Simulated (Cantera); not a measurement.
# Moist CO burnout

An isothermal, constant-pressure homogeneous reactor starts with CO : O₂ : H₂O : N₂ = 0.012 : 0.092 : 0.011 : 1 (molar parts), at 1000 K and 0.132 atm.

Computed with Cantera and GRI-Mech 3.0 (53 species, 325 reactions).

```
t (s)         x CO    x O₂    x H₂O      x OH    x N₂O     x NO₂
--------  --------  ------  -------  --------  -------  --------
8.00e-6     0.0108  0.0825  0.00987    <1e-12   <1e-12    <1e-12
2.15e-5     0.0108  0.0825  0.00987    <1e-12   <1e-12    <1e-12
5.76e-5     0.0108  0.0825  0.00987    <1e-12   <1e-12    <1e-12
0.000154    0.0108  0.0825  0.00987    <1e-12   <1e-12    <1e-12
0.000414    0.0108  0.0825  0.00987    <1e-12   <1e-12    <1e-12
0.00111     0.0108  0.0825  0.00987  4.82e-12   <1e-12    <1e-12
0.00298     0.0108  0.0825  0.00987  2.88e-11   <1e-12    <1e-12
0.00800     0.0108  0.0825  0.00987  2.26e-10   <1e-12    <1e-12
0.0215      0.0108  0.0825  0.00987   9.97e-9   <1e-12    <1e-12
0.0576     0.00949  0.0818  0.00979   4.13e-5  6.66e-9  2.09e-12
0.154      0.00227  0.0785  0.00986   3.07e-5  4.77e-8  5.90e-11
0.414     0.000378  0.0777  0.00991   1.31e-5  6.61e-8  2.36e-10
1.11       5.09e-5  0.0776  0.00992   5.38e-6  7.32e-8  5.48e-10
2.98       5.90e-6  0.0775  0.00992   2.10e-6  7.56e-8  6.59e-10
8.00       6.37e-7  0.0775  0.00992   8.09e-7  7.62e-8  4.62e-10
```
x: mole fraction; the columns are a selection and need not sum to one.

Equilibrium at this temperature and pressure: CO 6.52e-12, O₂ 0.0775, H₂O 0.00992, OH 4.69e-8, N₂O 6.56e-10, NO₂ 2.43e-7 (gas phase only).
